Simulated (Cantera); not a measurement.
**Diamond growth**

A diamond (100) surface in a fixed gas of H2 with x(CH4) = 0.023, x(CH3) = 0.00015, at 1248 K, 18.0 Torr; coverages are run to steady state.

Model: the Harris–Goodwin 1993 mechanism for the reconstructed diamond (100) surface, integrated in Cantera.

```tsv
x(H)	growth (µm/h)	θ c6HH	θ c6H*	θ c6*H	θ c6**	θ c6HM
0.0001	0.0274	0.634	0.0283	0.331	0.00462	0.000212
0.00023	0.0872	0.534	0.0357	0.417	0.0107	0.000292
0.00052	0.189	0.471	0.0400	0.467	0.0189	0.000368
0.0012	0.321	0.436	0.0421	0.492	0.0271	0.000428
0.0027	0.476	0.420	0.0430	0.503	0.0327	0.000459
0.0062	0.711	0.412	0.0434	0.508	0.0359	0.000458
0.014	1.10	0.408	0.0437	0.510	0.0375	0.000422
0.032	1.75	0.407	0.0438	0.511	0.0383	0.000347
0.073	2.58	0.406	0.0441	0.511	0.0387	0.000245
```
θ: site fractions in the mechanism's names (c6HH fully hydrogenated, c6H* and c6*H radical sites, c6** diradical, c6HM methylated).
